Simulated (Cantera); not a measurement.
Feed: 1 mol Fe3O4, 5.8 mol C, 0.2 mol H2, equilibrated at 7.50 Torr.

Cantera equilibrium calculation (NASA polynomials, part measured and part estimated; ideal gas, pure solids and liquids). Candidate condensed phases: C, C6H6, C7H8, C8H18, Fe, Fe(CO)5, FeO, Fe(OH)2, Fe(OH)3, Fe2O3, Fe3O4, H2O; 114 gas species. Iron dissolves carbon and melts from about 1420 K in contact with it, which pure phases cannot show. Condensed phases not in the tables: cementite and carbon dissolved in iron. Rates play no part.

### Question
What share of the Fe ends up in condensed phases as a function of T (K), at 1750, 1800, 1850, 1900, 1950, 2000, 2050, 2100, 2150?

### Answer
```
T (K)  Fe condensed (%)     as
-----  ----------------  -----
1750               99.8  Fe(δ)
1800               99.6  Fe(δ)
1850               99.2  Fe(l)
1900               98.4  Fe(l)
1950               97.1  Fe(l)
2000               94.7  Fe(l)
2050               90.6  Fe(l)
2100               83.4  Fe(l)
2150               70.5  Fe(l)
```
